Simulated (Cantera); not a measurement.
Feed: 1 mol SiH4, 0.75 mol NH3, at 1248 K and 74.0 mbar.

These are equilibrium values from Cantera (NASA tables, ideal gas, pure condensed phases), not measurements of a reactor. Candidate condensed phases: Si, Si3N4; 18 gas species. Mutual solubility and eutectic melting of coexisting phases are not modelled. The numbers say what is thermodynamically allowed, not how fast it happens.

Base state: H2 1.000 (mole fractions); condensed: Si(s) + Si3N4(s).

**Question.** What changes in the equilibrium state with this change: NH3 from 0.75 to 8.8 mol?

**Answer.** 
| species | before | after |
|---|---|---|
| H2 | 1.000 | 0.803 |
| N2 | 1.61e-6 | 0.197 |
| Si(s), mol | 0.438 | 0 |
| Si3N4(s), mol | 0.187 | 0.333 |

**Question.** What changes in the equilibrium state with this change: SiH4 replaced by trisilylamine?

**Answer.** 
```tsv
species	before	after
H2	1.000	1.000
Si(s), mol	0.438	1.69
Si3N4(s), mol	0.187	0.437
```
The feed counts by its element totals alone.
